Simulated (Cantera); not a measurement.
Mixture: 7.52 % C2H4, 11.3 % O2, 58.6 % N2, 22.6 % H2O, equivalence ratio 2.0, at 9000 Torr, adiabatic and at constant pressure. Ignition delay is the time to a rise of 400 K.

Computed with Cantera and GRI-Mech 3.0 (53 species, 325 reactions). GRI-Mech 3.0 was tuned for natural gas; its chemistry of ethylene as a main component is partial and can be far from experiment. The pressure lies above the range GRI-Mech 3.0 was tuned for (to about 10 atm).

### Question
Predict: delay at 1098 K; delay at 1148 K; delay at 1198 K; delay at 1248 K; delay at 1298 K; delay at 1348 K; apparent activation energy between 1248 and 1348 K.

### Answer
```
Item                                                     Value
--------------------------------------------------  ----------
delay at 1098 K                                        3.07 ms
delay at 1148 K                                        1.31 ms
delay at 1198 K                                       0.530 ms
delay at 1248 K                                       0.213 ms
delay at 1298 K                                        87.6 µs
delay at 1348 K                                        37.9 µs
apparent activation energy between 1248 and 1348 K  240 kJ/mol
```
